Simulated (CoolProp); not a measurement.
Octamethyltrisiloxane (MDM) along the isotherm 66.15 °C: Z from the reference equation and from simpler models built on Tc = 292.2 °C, pc = 1438 kPa, ω = 0.528; each cubic takes its own stable root.

The numbers come from the reference Helmholtz-energy equation of state, Thol 2017 in CoolProp.

```
p (kPa)   phase  reference
-------  ------  ---------
154      liquid    0.01669
308      liquid    0.03338
462      liquid    0.05004
616      liquid    0.06670
770      liquid    0.08334
924      liquid    0.09997
1080     liquid     0.1168
1230     liquid     0.1330
1390     liquid     0.1502
1540     liquid     0.1664
1690     liquid     0.1825
1850     liquid     0.1997
2000     liquid     0.2158
2160     liquid     0.2330
```

Question: How far does each simpler model (van der Waals, Redlich-Kwong, Soave-Redlich-Kwong, Peng-Robinson) lie from the reference over these 14 states: mean and median of the absolute difference, and the worst?

Answer: 
- van der Waals: mean 71.1 %, median 71.0 %, worst +73.5 % at 66.15 °C and 154 kPa
- Redlich-Kwong: mean 17.1 %, median 17.1 %, worst +17.7 % at 66.15 °C and 154 kPa
- Soave-Redlich-Kwong: mean 10.3 %, median 10.3 %, worst +10.5 % at 66.15 °C and 154 kPa
- Peng-Robinson: mean 2.0 %, median 2.0 %, worst -2.1 % at 66.15 °C and 2160 kPa
